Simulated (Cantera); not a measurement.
What does this Cantera script print?

```python
import numpy as np
import cantera as ct

gas = ct.Solution("h2o2.yaml")
gas.TPX = 575, 101325, {'H2': 1, 'O2': 0.179, 'N2': 0.671}
flame = ct.FreeFlame(gas, width=0.04)
flame.set_refine_criteria(ratio=3, slope=0.08, curve=0.16)
flame.transport_model = "mixture-averaged"
flame.solve(loglevel=0, auto=True)
z, T = flame.grid, flame.T
thick = (T[-1] - T[0]) / np.gradient(T, z).max()
show = ['H2', 'O2', 'H', 'HO2', 'H2O', 'OH']
print(f"laminar burning velocity  {flame.velocity[0] * 100:.3f} cm/s")
print(f"burnt temperature         {T[-1]:.1f} K")
print(f"thermal thickness         {thick * 1e3:.4f} mm")
print(f"grid points               {len(z)}")
z0 = z[flame.heat_release_rate.argmax()]
print(f"{'z/mm':>9s}{'T/K':>9s}{'u/(m/s)':>9s}" + "".join(f"{s:>11s}" for s in show))
rows = []
for k in (-3, -2, -1.5, -1, -0.5, -0.25, 0, 0.25, 0.5, 1, 2, 4, 8):
    zz = z0 + k * thick
    rows.append([k * thick, np.interp(zz, z, T), np.interp(zz, z, flame.velocity),
                 *(np.interp(zz, z, flame.X[gas.species_index(s)]) for s in show)])
    print(f"{rows[-1][0] * 1e3:9.3f}{rows[-1][1]:9.1f}{rows[-1][2]:9.3f}" + "".join(f"{x:11.3e}" for x in rows[-1][3:]))
```

Output:

```
laminar burning velocity  748.137 cm/s
burnt temperature         2043.7 K
thermal thickness         0.4656 mm
grid points               130
     z/mm      T/K  u/(m/s)         H2         O2          H        HO2        H2O         OH
   -1.397    575.0    7.481  5.405e-01  9.676e-02  1.265e-16  2.918e-13  1.513e-13  1.911e-18
   -0.931    575.0    7.481  5.405e-01  9.676e-02  9.432e-13  1.319e-10  4.583e-11  3.648e-15
   -0.698    575.0    7.481  5.405e-01  9.676e-02  1.157e-10  5.583e-09  1.658e-09  2.547e-13
   -0.466    575.1    7.482  5.405e-01  9.676e-02  1.540e-07  1.475e-06  5.261e-07  6.054e-10
   -0.233    611.8    7.908  5.358e-01  9.645e-02  4.349e-04  2.366e-04  1.839e-03  8.410e-05
   -0.116    829.9   10.485  5.055e-01  8.982e-02  8.500e-03  1.366e-04  2.165e-02  4.093e-04
    0.000   1184.0   14.594  4.242e-01  5.808e-02  4.192e-02  5.833e-05  9.081e-02  1.164e-03
    0.116   1422.7   17.456  3.526e-01  1.599e-02  7.184e-02  1.538e-05  1.722e-01  1.707e-03
    0.233   1524.7   18.647  3.353e-01  2.879e-03  7.544e-02  2.645e-06  1.985e-01  1.599e-03
    0.466   1619.6   19.690  3.385e-01  1.911e-04  6.622e-02  1.719e-07  2.050e-01  1.664e-03
    0.931   1717.4   20.730  3.478e-01  5.464e-05  5.257e-02  5.553e-08  2.068e-01  1.685e-03
    1.862   1811.0   21.703  3.572e-01  3.339e-05  3.881e-02  3.602e-08  2.086e-01  1.531e-03
    3.724   1892.4   22.532  3.655e-01  1.723e-05  2.657e-02  2.053e-08  2.103e-01  1.233e-03
```

Model: the H2/O2 subset of GRI-Mech 3.0, which has no nitrogen chemistry, integrated in Cantera. Burning velocities carry a grid error of a few per cent, more on coarse grids.
